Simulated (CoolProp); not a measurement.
Vapour-liquid equilibrium of ethylene (1) + n-butane (2) at 260.8 K; x and y are mole fractions of (1).

Model: multi-fluid Helmholtz-energy mixture model, Smukala 2000 and Bücker 2006; pair parameters Bell 2016, in CoolProp.

```
x     bubble pressure, mixture model (bar)  bubble pressure, Raoult's law (bar)  y, mixture model  y, Raoult's law
----  ------------------------------------  -----------------------------------  ----------------  ---------------
0.05                                 2.184                                2.131             0.710            0.719
0.15                                 4.732                                5.131             0.867            0.896
0.25                                 6.948                                8.130             0.912            0.942
0.35                                 9.144                                11.13             0.935            0.963
0.45                                 11.50                                14.13             0.952            0.975
0.55                                 14.14                                17.13             0.964            0.983
0.65                                 17.12                                20.13             0.974            0.989
0.75                                 20.45                                23.13             0.982            0.993
0.85                                 24.13                                26.13             0.989            0.996
0.95                                 28.23                                29.13             0.996            0.999
```

The largest gap from Raoult's law is -18.6 % in bubble pressure, at x = 0.45. No azeotrope shows between x = 0.05 and 0.95.

The pair parameters rest on a limited set of measurements; away from them the model extrapolates. The gap from Raoult's law changes sign with composition, which may be real or a fault of the pair parameters; it wasn't checked against measurements.
